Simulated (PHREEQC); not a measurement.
Dissolve 0.15 mol H2SO4, 0.00012 mol Al2(SO4)3 and 0.00066 mol Fe2(SO4)3 per kg of water at 38 °C. Closed to the air; pH follows from the charge balance.

All values are PHREEQC results (ion-association model, phreeqc.dat), not measurements.

Each row changes one thing in this solution. Precipitation was switched off in this run.

| case | pH | ionic strength (mol/kgw) | HSO4- (mol/kgw) | SO4-2 (mol/kgw) | Al+3 (mol/kgw) | Al(SO4)2- (mol/kgw) | SI of Gibbsite (Al(OH)3) |
|---|---|---|---|---|---|---|---|
| as made | 0.87 | 0.190 | 0.132 | 0.0192 | 4.39e-5 | 3.01e-5 | -10.05 |
| Al2(SO4)3 from 0.00012 to 0.000132 mol/kgw | 0.87 | 0.190 | 0.132 | 0.0192 | 4.83e-5 | 3.31e-5 | -10.00 |
| H2SO4 left out | 3.06 | 0.00579 | 0.000139 | 0.00156 | 7.00e-5 | 6.13e-6 | -2.67 |
| Fe2(SO4)3 from 0.00066 to 0.000132 mol/kgw | 0.87 | 0.189 | 0.131 | 0.0191 | 4.41e-5 | 2.99e-5 | -10.05 |
| temperature from 38 to 35 °C | 0.87 | 0.192 | 0.130 | 0.0203 | 4.28e-5 | 3.14e-5 | -10.22 |
| Fe2(SO4)3 replaced by KHSO4 at the same molality | 0.87 | 0.189 | 0.132 | 0.0191 | 4.41e-5 | 2.99e-5 | -10.05 |
| Fe2(SO4)3 from 0.00066 to 0.000726 mol/kgw | 0.87 | 0.190 | 0.132 | 0.0193 | 4.39e-5 | 3.01e-5 | -10.05 |
| Fe2(SO4)3 from 0.00066 to 0.00033 mol/kgw | 0.87 | 0.189 | 0.131 | 0.0191 | 4.40e-5 | 3.00e-5 | -10.05 |

Species that the database lacks are ignored. Some of these states are supersaturated (in Hematite (slow to form), Goethite (slow to form), for instance). At this temperature some constants are extrapolated from 25 °C, and those without enthalpy data are left unchanged.
